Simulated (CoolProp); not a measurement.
A single-stage vapour-compression cycle with hydrogen chloride: evaporating at 247.15 K (dew point), condensing at 285.15 K (bubble point), superheat 2 K, subcooling 0 K, compressor efficiency 0.75, no pressure losses. Each further row changes one setting.

The numbers come from the reference Helmholtz-energy equation of state, Thol 2018 in CoolProp.

```json
[
 {"case": "as stated", "cooling COP": "3.74", "pressure ratio": "2.85", "discharge temperature (K)": "352.1", "refrigerating effect (kJ/kg)": "292", "volumetric capacity (kJ/m³)": "7410"},
 {"case": "evaporating temperature 252.15 K", "cooling COP": "4.49", "pressure ratio": "2.44", "discharge temperature (K)": "340.3", "refrigerating effect (kJ/kg)": "292", "volumetric capacity (kJ/m³)": "…"},
 {"case": "condensing temperature 280.15 K", "cooling COP": "…", "pressure ratio": "…", "discharge temperature (K)": "…", "refrigerating effect (kJ/kg)": "303", "volumetric capacity (kJ/m³)": "7680"},
 {"case": "subcooling 5 K", "cooling COP": "3.88", "pressure ratio": "2.85", "discharge temperature (K)": "352.1", "refrigerating effect (kJ/kg)": "303", "volumetric capacity (kJ/m³)": "…"},
 {"case": "superheat 12 K", "cooling COP": "…", "pressure ratio": "2.85", "discharge temperature (K)": "…", "refrigerating effect (kJ/kg)": "304", "volumetric capacity (kJ/m³)": "7230"},
 {"case": "compressor efficiency 0.65", "cooling COP": "…", "pressure ratio": "2.85", "discharge temperature (K)": "363.8", "refrigerating effect (kJ/kg)": "292", "volumetric capacity (kJ/m³)": "7410"}
]
```

Q: What belongs in the gaps?

A: 
- evaporating temperature 252.15 K, volumetric capacity (kJ/m³): 8660
- condensing temperature 280.15 K, cooling COP: 4.47
- condensing temperature 280.15 K, pressure ratio: 2.52
- condensing temperature 280.15 K, discharge temperature (K): 338.1
- subcooling 5 K, volumetric capacity (kJ/m³): 7690
- superheat 12 K, cooling COP: 3.64
- superheat 12 K, discharge temperature (K): 368.8
- compressor efficiency 0.65, cooling COP: 3.24
